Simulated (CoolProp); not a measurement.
Saturation properties of C2F6 (R116).

Computed with CoolProp (reference Helmholtz-energy equation of state, Lemmon 2006). It is a short technical equation, of lower accuracy than the large ones.

```json
[
 {"T (K)": "224.7", "p (kPa)": "393.5", "enthalpy of vaporisation (kJ/kg)": "102.5", "liquid cp (kJ/(kg K))": "1.031", "vapour Z": "0.8828", "liquid viscosity (µPa s)": "254", "liquid conductivity (mW/(m K))": "64.4"},
 {"T (K)": "230.3", "p (kPa)": "486.9", "enthalpy of vaporisation (kJ/kg)": "99.29", "liquid cp (kJ/(kg K))": "1.053", "vapour Z": "0.8639", "liquid viscosity (µPa s)": "231", "liquid conductivity (mW/(m K))": "62.2"},
 {"T (K)": "236", "p (kPa)": "598.0", "enthalpy of vaporisation (kJ/kg)": "95.78", "liquid cp (kJ/(kg K))": "1.078", "vapour Z": "0.8426", "liquid viscosity (µPa s)": "210", "liquid conductivity (mW/(m K))": "59.9"},
 {"T (K)": "241.6", "p (kPa)": "724.5", "enthalpy of vaporisation (kJ/kg)": "92.09", "liquid cp (kJ/(kg K))": "1.106", "vapour Z": "0.8195", "liquid viscosity (µPa s)": "192", "liquid conductivity (mW/(m K))": "57.7"},
 {"T (K)": "247.2", "p (kPa)": "869.9", "enthalpy of vaporisation (kJ/kg)": "88.10", "liquid cp (kJ/(kg K))": "1.139", "vapour Z": "0.7940", "liquid viscosity (µPa s)": "174", "liquid conductivity (mW/(m K))": "55.4"},
 {"T (K)": "252.8", "p (kPa)": "1036", "enthalpy of vaporisation (kJ/kg)": "83.77", "liquid cp (kJ/(kg K))": "1.177", "vapour Z": "0.7658", "liquid viscosity (µPa s)": "158", "liquid conductivity (mW/(m K))": "53.1"},
 {"T (K)": "258.5", "p (kPa)": "1228", "enthalpy of vaporisation (kJ/kg)": "78.92", "liquid cp (kJ/(kg K))": "1.226", "vapour Z": "0.7341", "liquid viscosity (µPa s)": "142", "liquid conductivity (mW/(m K))": "50.7"},
 {"T (K)": "264.1", "p (kPa)": "1441", "enthalpy of vaporisation (kJ/kg)": "73.63", "liquid cp (kJ/(kg K))": "1.288", "vapour Z": "0.6992", "liquid viscosity (µPa s)": "127", "liquid conductivity (mW/(m K))": "48.4"},
 {"T (K)": "269.7", "p (kPa)": "1682", "enthalpy of vaporisation (kJ/kg)": "67.64", "liquid cp (kJ/(kg K))": "1.374", "vapour Z": "0.6599", "liquid viscosity (µPa s)": "113", "liquid conductivity (mW/(m K))": "45.9"},
 {"T (K)": "275.4", "p (kPa)": "1956", "enthalpy of vaporisation (kJ/kg)": "60.56", "liquid cp (kJ/(kg K))": "1.508", "vapour Z": "0.6138", "liquid viscosity (µPa s)": "98.9", "liquid conductivity (mW/(m K))": "43.3"},
 {"T (K)": "281", "p (kPa)": "2259", "enthalpy of vaporisation (kJ/kg)": "52.11", "liquid cp (kJ/(kg K))": "1.749", "vapour Z": "0.5598", "liquid viscosity (µPa s)": "84.9", "liquid conductivity (mW/(m K))": "40.7"}
]
```

It boils at 195.1 K under 1 atm.

Viscosity comes from a separate model (Huber 2003), an estimate that may be off by 10 % or more. Thermal conductivity comes from a separate model (Huber 2003), an estimate that may be off by 10 % or more.
